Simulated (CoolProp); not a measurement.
The fluid at 298.15 K and 1.18 MPa expands adiabatically to 0.108 MPa with isentropic efficiency 0.8. The same conditions are run with several fluids, on thermodynamics alone (safety and materials aside).

Computed with CoolProp (reference Helmholtz-energy equation of state of each fluid (normal hydrogen: Leachman 2009; methane: Setzmann 1991; dry air: Lemmon 2000; ethylene: Smukala 2000; CF4 (R14): Platzer 1990)). The equations of Platzer and Polt are older, rougher fits. Blends and air are pseudo-pure fits.

```csv
fluid,work (kJ/kg),final temperature (K),final density (kg/m³)
normal hydrogen,1690,176.8,0.148
methane,220,191.0,?
dry air,?,?,2.11
ethylene,125,?,1.90
CF4 (R14),43.8,?,5.18
```

Task: Complete the blanks.

Result: 
- methane, final density (kg/m³): 1.10
- dry air, work (kJ/kg): 118
- dry air, final temperature (K): 178.9
- ethylene, final temperature (K): 196.4
- CF4 (R14), final temperature (K): 223.0
